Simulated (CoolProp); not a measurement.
Sulfur hexafluoride at 293.15 K and 0.436 MPa flows at 0.22 m/s in a round tube of 12.7 mm bore and 45 µm roughness, fully developed (64/Re and Nu = 3.66 if laminar; Colebrook and Gnielinski if turbulent). Each further row changes one setting.

The numbers come from the reference Helmholtz-energy equation of state, Guder 2009 in CoolProp.

```json
[
 {"case": "as stated", "Reynolds number": "[?]", "Darcy friction factor": "0.0409", "pressure drop (Pa/m)": "2.15", "heat-transfer coefficient (W/(m² K))": "19.4", "mass flow (kg/h)": "[?]"},
 {"case": "velocity 0.44 m/s", "Reynolds number": "10200", "Darcy friction factor": "[?]", "pressure drop (Pa/m)": "[?]", "heat-transfer coefficient (W/(m² K))": "37.6", "mass flow (kg/h)": "5.54"},
 {"case": "diameter 25.4 mm", "Reynolds number": "10200", "Darcy friction factor": "0.0333", "pressure drop (Pa/m)": "0.876", "heat-transfer coefficient (W/(m² K))": "17.5", "mass flow (kg/h)": "[?]"}
]
```

Problem. What belongs in the gaps?

Solution. 
- as stated, Reynolds number: 5120
- as stated, mass flow (kg/h): 2.77
- velocity 0.44 m/s, Darcy friction factor: 0.0357
- velocity 0.44 m/s, pressure drop (Pa/m): 7.51
- diameter 25.4 mm, mass flow (kg/h): 11.1

Viscosity comes from a separate model (Quiñones-Cisneros 2012). Thermal conductivity comes from a separate model (Assael 2012).
